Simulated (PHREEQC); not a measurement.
Make-up at 25 °C: 97 mmol/kgw Cu(NO3)2 and 55 mmol/kgw NaCl. Closed to the air; pH follows from the charge balance.

Equilibrium calculation in PHREEQC: ion-association model, wateq4f.dat.

No solid was allowed to form.

Order these Cl species by the share of Cl that they hold, largest first: CuCl+, Cl-, CuCl2.

Cl- (93 %), CuCl+ (6.5 %), CuCl2 (0.15 %)

The pH is 4.25 and the ionic strength 0.339 mol/kgw. Examples of supersaturated solids here: Atacamite. Others may be too.
